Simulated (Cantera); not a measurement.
Mixture: H2 : O2 : N2 = 1 : 0.806 : 3.03 (molar parts), at 370000 Pa, adiabatic and at constant pressure. Ignition delay is the time to a rise of 400 K.

Model: GRI-Mech 3.0 (53 species, 325 reactions), integrated in Cantera. The hydrogen kinetics of GRI-Mech 3.0 are dated; newer H2 mechanisms differ, most at raised pressure.

Problem. What does this change do: H2 1 to 2.3 parts?

Solution. 
```tsv
quantity	before	after
delay at 1073 K	0.782 ms	0.691 ms
delay at 1123 K	51.2 µs	60.5 µs
delay at 1173 K	22.5 µs	23.7 µs
delay at 1223 K	14.2 µs	14.5 µs
delay at 1273 K	10.2 µs	10.2 µs
delay at 1323 K	7.87 µs	7.75 µs
apparent activation energy between 1223 and 1323 K	80 kJ/mol	84 kJ/mol
```

Problem. What does this change do: O2 0.806 to 0.62 parts?

Solution. 
```json
[
 {"quantity": "delay at 1073 K", "before": "0.782 ms", "after": "0.801 ms"},
 {"quantity": "delay at 1123 K", "before": "51.2 µs", "after": "59.6 µs"},
 {"quantity": "delay at 1173 K", "before": "22.5 µs", "after": "26.2 µs"},
 {"quantity": "delay at 1223 K", "before": "14.2 µs", "after": "16.5 µs"},
 {"quantity": "delay at 1273 K", "before": "10.2 µs", "after": "11.9 µs"},
 {"quantity": "delay at 1323 K", "before": "7.87 µs", "after": "9.14 µs"},
 {"quantity": "apparent activation energy between 1223 and 1323 K", "before": "80 kJ/mol", "after": "80 kJ/mol"}
]
```
